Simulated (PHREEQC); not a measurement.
A column of 0.1 m (30 cells, dispersivity 0.008 m, 60 s a shift, diffusion coefficient 3e-10 m²/s) holds 0.037 eq of the database's cation exchanger X per kg of pore water, first in equilibrium with 0.045 mol LiCl, 0.014 mol MnCl2 and 1e-05 mol HCl per kg of water. It is flushed with 29 mmol/kgw KCl and 0.01 mmol/kgw HCl, at 15 °C. Values are for the last cell. No CO2 enters from the air. Precipitation was switched off in this run.

Equilibrium calculation in PHREEQC: ion-association model, phreeqc.dat.

```csv
pore volumes,K in solution (mol/kgw),Li in solution (mol/kgw),Mn in solution (mol/kgw)
0,0,0.0450,0.0140
0.1833,1.55e-14,0.0450,0.0140
0.5167,1.46e-5,0.0434,0.0135
0.6833,0.000166,0.0386,0.0125
0.85,0.000698,0.0314,0.0114
1.183,0.00348,0.0173,0.00996
1.35,0.00564,0.0120,0.00934
1.517,0.00806,0.00811,0.00864
1.683,0.0105,0.00537,0.00788
2.017,0.0151,0.00226,0.00629
2.183,0.0170,0.00145,0.00554
2.35,0.0187,0.000920,0.00485
2.683,0.0214,___,0.00369
2.85,0.0224,0.000233,0.00321
3.017,0.0233,0.000147,0.00279
3.35,0.0247,5.84e-5,0.00211
3.517,0.0253,3.68e-5,___
3.683,0.0258,2.31e-5,0.00160
3.85,0.0262,1.46e-5,0.00140
4.183,___,5.76e-6,___
4.35,0.0271,___,0.000926
4.517,0.0274,2.28e-6,0.000808
4.85,0.0278,9.02e-7,0.000615
5.017,0.0279,5.67e-7,0.000536
```

Question: Complete the blanks.

Answer: 
- 2.683, Li in solution (mol/kgw): 0.000369
- 3.517, Mn in solution (mol/kgw): 0.00184
- 4.183, K in solution (mol/kgw): 0.0269
- 4.183, Mn in solution (mol/kgw): 0.00106
- 4.35, Li in solution (mol/kgw): 3.62e-6

Species that the database lacks are ignored.
